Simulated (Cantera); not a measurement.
A closed system holds: 1 mol CaCO3, 4.5 mol H2, 0.022 mol O2, held at 848 K and 9.20 mbar.

Method: chemical equilibrium by Gibbs-energy minimisation in Cantera with the NASA 1993 tables (ideal gas, pure condensed phases). Candidate condensed phases: C, C6H6, C7H8, C8H18, Ca, CaCO3, CaO, Ca(OH)2, H2O; 115 gas species. Equilibrium is a limit: real reactors are often held back by kinetics, nucleation or transport.

Question: What is the equilibrium state?

Answer: 
| Quantity | Result |
|---|---|
| x(H2) | 0.693 |
| x(H2O) | 0.125 |
| x(CO) | 0.117 |
| x(CO2) | 0.0650 |
| x(CH4) | 0.000124 |
| n(CaO(s)) | 1.00 mol |
| gas amount | 5.499 mol |
| log10 activity of C(graphite) (absent) | -1.36 |
| log10 activity of Ca(OH)2(s) (absent) | -3.35 |
| log10 activity of Ca(s) (absent) | -20.49 |
